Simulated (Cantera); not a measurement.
Input: 1 mol B2H6, 0.23 mol H2O, equilibrated at 2148 K and 1.33 mbar.

These are equilibrium values from Cantera (NASA tables, ideal gas, pure condensed phases), not measurements of a reactor. Candidate condensed phases: B, B2O3, B3O3H3, H2O; 23 gas species. The feed counts by its element totals alone. The tables' values for BH2 are old estimates; treat these amounts as uncertain. Equilibrium is a limit: real reactors are often held back by kinetics, nucleation or transport.

Base state: H2 0.832, H 0.104, BO 0.0369, HBO 0.0232, B2O2 0.00144, B 0.000988, BH2 0.000857, B2O 0.000769 (mole fractions); condensed: B(s).

Q: What changes in the equilibrium state with this change: temperature from 2148 K to 2275 K?

A: 
| species | before | after |
|---|---|---|
| H2 | 0.832 | 0.734 |
| H | 0.104 | 0.199 |
| BO | 0.0369 | 0.0437 |
| HBO | 0.0232 | 0.0141 |
| B | 0.000988 | 0.00554 |
| BH | 4.54e-5 | 0.000163 |
| B(s), mol | 1.76 | 1.74 |

Q: What changes in the equilibrium state with this change: 0.26 mol HF added?

A: 
| species | before | after |
|---|---|---|
| H2 | 0.832 | 0.779 |
| H | 0.104 | 0.101 |
| BF | 0 | 0.0608 |
| BO | 0.0369 | 0.0318 |
| HBO | 0.0232 | 0.0194 |
| BOF | 0 | 0.00356 |
| HF | 0 | 0.000536 |
| BF2 | 0 | 7.88e-5 |
| B(s), mol | 1.76 | 1.52 |
The tables' values for BH2, BF2 are old estimates; treat these amounts as uncertain.
